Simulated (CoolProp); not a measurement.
Vapour pressure (MPa) of octamethylcyclotetrasiloxane (D4): the reference equation beside estimates from Tc = 586.5 K, pc = 1.347 MPa, ω = 0.598. Clausius-Clapeyron is anchored at 304.4 K with a constant enthalpy of vaporisation of 54.34 kJ/mol.

Values from CoolProp's reference Helmholtz-energy equation of state, Thol 2015.

| T (K) | reference | Lee-Kesler | Clausius-Clapeyron | van der Waals | Redlich-Kwong | Soave-Redlich-Kwong | Peng-Robinson |
|---|---|---|---|---|---|---|---|
| 304.4 | 0.0002114 | 0.0002390 | 0.0002114 | 0.04800 | 0.005030 | 0.0002377 | 0.0002776 |
| 313.5 | 0.0003923 | 0.0004319 | 0.0003943 | 0.05806 | 0.007332 | 0.0004303 | 0.0004931 |
| 322.5 | 0.0006914 | 0.0007453 | 0.0007055 | 0.06939 | 0.01037 | 0.0007430 | 0.0008372 |
| 331.5 | 0.001171 | 0.001240 | 0.001223 | 0.08218 | 0.01432 | 0.001237 | 0.001373 |
| 340.5 | 0.001911 | 0.001996 | 0.002060 | 0.09652 | 0.01935 | 0.001992 | 0.002180 |
| 349.6 | 0.003033 | 0.003131 | 0.003394 | 0.1127 | … | … | 0.003378 |
| 358.6 | … | 0.004753 | 0.005427 | 0.1304 | 0.03354 | … | 0.005072 |
| 367.6 | 0.006923 | 0.007033 | 0.008479 | 0.1499 | 0.04301 | 0.007022 | 0.007431 |
| 376.7 | 0.01010 | 0.01020 | 0.01303 | 0.1715 | 0.05449 | 0.01019 | 0.01068 |
| 385.7 | 0.01434 | 0.01443 | 0.01953 | 0.1949 | 0.06796 | 0.01441 | 0.01499 |
| 394.7 | 0.01993 | … | 0.02874 | 0.2202 | 0.08374 | 0.01998 | 0.02063 |
| 403.7 | 0.02717 | 0.02720 | 0.04157 | 0.2477 | 0.1020 | 0.02720 | 0.02790 |
| 412.8 | 0.03650 | 0.03650 | 0.05940 | 0.2777 | 0.1233 | 0.03653 | 0.03725 |

### Question
Fill in the missing entries.

### Answer

- 349.6, Redlich-Kwong: 0.02574
- 349.6, Soave-Redlich-Kwong: 0.003125
- 358.6, reference: 0.004646
- 358.6, Soave-Redlich-Kwong: 0.004745
- 394.7, Lee-Kesler: 0.01999

Absolute difference from the reference over all 13 rows, mean and median: Lee-Kesler 3.9 and 2.3 %, Clausius-Clapeyron 22.4 and 16.8 %, van der Waals 5602.5 and 2706.7 %, Redlich-Kwong 847.9 and 621.9 %, Soave-Redlich-Kwong 3.7 and 2.1 %, Peng-Robinson 12.0 and 9.2 %.
